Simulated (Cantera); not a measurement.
Mixture: 3.08 % CH4, 10.8 % O2, 86.1 % N2, at 500000 Pa, adiabatic and at constant volume. Ignition delay is the time to a rise of 400 K.

Cantera simulation using GRI-Mech 3.0 (53 species, 325 reactions); the numbers are that mechanism's predictions, not measurements.

Predict: delay at 1050 K; delay at 1100 K; delay at 1150 K; delay at 1200 K; delay at 1250 K; delay at 1300 K; apparent activation energy between 1200 and 1300 K.


```
Item                                                    Result
--------------------------------------------------  ----------
delay at 1050 K                                        0.121 s
delay at 1100 K                                        57.8 ms
delay at 1150 K                                        28.9 ms
delay at 1200 K                                        15.0 ms
delay at 1250 K                                        8.03 ms
delay at 1300 K                                        4.41 ms
apparent activation energy between 1200 and 1300 K  160 kJ/mol
```
